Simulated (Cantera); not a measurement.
Input: 1 mol Al, 3.1 mol Cl2, 4.7 mol N2, equilibrated at 998 K and 1.00 Torr.

Cantera equilibrium calculation (NASA polynomials, part measured and part estimated; ideal gas, pure solids and liquids). Candidate condensed phases: Al, AlCl3, AlN; 11 gas species. Rates play no part.

Base state: N2 0.642, Cl2 0.216, AlCl3 0.137, Cl 0.00480 (mole fractions); condensed: gas only.

Q: What changes in the equilibrium state with this change: pressure from 1.00 Torr to 75.0 Torr?

A: 
| species | before | after |
|---|---|---|
| N2 | 0.642 | 0.644 |
| Cl2 | 0.216 | 0.219 |
| AlCl3 | 0.137 | 0.137 |
| Cl | 0.00480 | 0.000558 |
| Al2Cl6 | 2.55e-6 | 0.000191 |
